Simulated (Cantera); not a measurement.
A Cantera script and what it prints.

```python
import numpy as np
import cantera as ct

gas_names = """
    H H2 Si SiH SiH2 SiH3 SiH4 Si2 Si3
""".split()
cond_names = """
    Si(cr) Si(L)
""".split()


# ... load() reads the species with a 1 bar reference pressure and builds the phases ...
atoms = {
    'Si': {'Si': 1},
    'H2': {'H': 2},
}
top_T = {}  # K; cautious upper limits of use, not melting points


# ... equilibrate(T, P, feed) seeds the gas with the atoms and calls Mixture.equilibrate('TP', solver="vcs", rtol=1e-11, max_steps=5000) ...
results = []
feed = {'Si': 1, 'H2': 0.75}  # mol
T = 1473  # K
P = 10000  # Pa
mix = equilibrate(T, P, feed)
results.append((T, P, feed, dict(zip(mix.species_names, mix.species_moles))))
x = sorted(zip(gas.X, gas.species_names), reverse=True)
print(f"T = {T:g} K  P = {P:g} Pa  gas = {mix.phase_moles(0):.4g} mol")
print("   x: " + "  ".join(f"{s} {v:.3e}" for v, s in x if v > 1e-06))
print("   condensed (mol): " + ("  ".join(f"{mix.phase(i).name} {mix.phase_moles(i):.4g}"
      for i in range(1, mix.n_phases) if mix.phase_moles(i) > 1e-12) or "none"))
```

Output:

```
T = 1473 K  P = 10000 Pa  gas = 0.75 mol
   x: H2 1.000e+00  H 4.001e-05  SiH2 1.051e-06
   condensed (mol): Si(cr) 1
```

These are equilibrium values from Cantera (NASA tables, ideal gas, pure condensed phases), not measurements of a reactor.
